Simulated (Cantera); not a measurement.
A perfectly stirred reactor is fed with C2H6 : H2 = 1 : 1.3 (molar parts), at 71.0 Pa; it is held at 1950 K, and followed from long to short residence time.

Detailed kinetics in Cantera: GRI-Mech 3.0 (53 species, 325 reactions). GRI-Mech 3.0 stops at C3 and has no aromatics, soot or wall deposition, so with more carbon than oxygen in the feed, carbon stays in small species such as C2H2 where larger ones or solid carbon would form. Radical loss at walls, strong at low pressure, is not modelled.

Predict: x(C2H6) at τ = 4.40 s; x(H2) at τ = 4.40 s; x(CH3) at τ = 4.40 s; x(CH4) at τ = 4.40 s; x(H) at τ = 4.40 s; x(C2H6) at τ = 66.0 ms; x(H2) at τ = 66.0 ms; x(CH3) at τ = 66.0 ms; x(CH4) at τ = 66.0 ms; x(H) at τ = 66.0 ms.


```
Quantity                  Value
----------------------  -------
x(C2H6) at τ = 4.40 s   2.92e-5
x(H2) at τ = 4.40 s       0.746
x(CH3) at τ = 4.40 s    0.00363
x(CH4) at τ = 4.40 s     0.0172
x(H) at τ = 4.40 s      0.00794
x(C2H6) at τ = 66.0 ms  0.00187
x(H2) at τ = 66.0 ms      0.655
x(CH3) at τ = 66.0 ms    0.0338
x(CH4) at τ = 66.0 ms     0.108
x(H) at τ = 66.0 ms     0.00998
```
